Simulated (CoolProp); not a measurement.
Vapour-liquid equilibrium of n-butane (1) + cis-2-butene (2) at 0.132 bar; x and y are mole fractions of (1).

The numbers come from the multi-fluid Helmholtz-energy mixture model, Bücker 2006 and Lemmon 2005; pair parameters Bell 2016 in CoolProp.

```json
[
 {"x": "0.05", "bubble temperature, mixture model (K)": "232.8", "bubble temperature, Raoult's law (K)": "232.9", "y, mixture model": "0.071", "y, Raoult's law": "0.063"},
 {"x": "0.125", "bubble temperature, mixture model (K)": "232.2", "bubble temperature, Raoult's law (K)": "232.6", "y, mixture model": "0.168", "y, Raoult's law": "0.154"},
 {"x": "0.2", "bubble temperature, mixture model (K)": "231.8", "bubble temperature, Raoult's law (K)": "232.2", "y, mixture model": "0.256", "y, Raoult's law": "0.242"},
 {"x": "0.275", "bubble temperature, mixture model (K)": "231.4", "bubble temperature, Raoult's law (K)": "231.9", "y, mixture model": "0.337", "y, Raoult's law": "0.327"},
 {"x": "0.35", "bubble temperature, mixture model (K)": "231.0", "bubble temperature, Raoult's law (K)": "231.6", "y, mixture model": "0.414", "y, Raoult's law": "0.408"},
 {"x": "0.425", "bubble temperature, mixture model (K)": "230.7", "bubble temperature, Raoult's law (K)": "231.2", "y, mixture model": "0.487", "y, Raoult's law": "0.486"},
 {"x": "0.5", "bubble temperature, mixture model (K)": "230.4", "bubble temperature, Raoult's law (K)": "230.9", "y, mixture model": "0.558", "y, Raoult's law": "0.562"},
 {"x": "0.575", "bubble temperature, mixture model (K)": "230.1", "bubble temperature, Raoult's law (K)": "230.6", "y, mixture model": "0.627", "y, Raoult's law": "0.634"},
 {"x": "0.65", "bubble temperature, mixture model (K)": "229.8", "bubble temperature, Raoult's law (K)": "230.3", "y, mixture model": "0.694", "y, Raoult's law": "0.705"},
 {"x": "0.725", "bubble temperature, mixture model (K)": "229.6", "bubble temperature, Raoult's law (K)": "229.9", "y, mixture model": "0.761", "y, Raoult's law": "0.772"},
 {"x": "0.8", "bubble temperature, mixture model (K)": "229.4", "bubble temperature, Raoult's law (K)": "229.6", "y, mixture model": "0.827", "y, Raoult's law": "0.837"},
 {"x": "0.875", "bubble temperature, mixture model (K)": "229.2", "bubble temperature, Raoult's law (K)": "229.3", "y, mixture model": "0.892", "y, Raoult's law": "0.900"},
 {"x": "0.95", "bubble temperature, mixture model (K)": "229.0", "bubble temperature, Raoult's law (K)": "229.0", "y, mixture model": "0.957", "y, Raoult's law": "0.961"}
]
```

The largest gap from Raoult's law is -0.6 K in bubble temperature, at x = 0.35. No azeotrope shows between x = 0.05 and 0.95.

Pair parameters are fitted to limited data, so mixtures are less certain than the pure fluids.
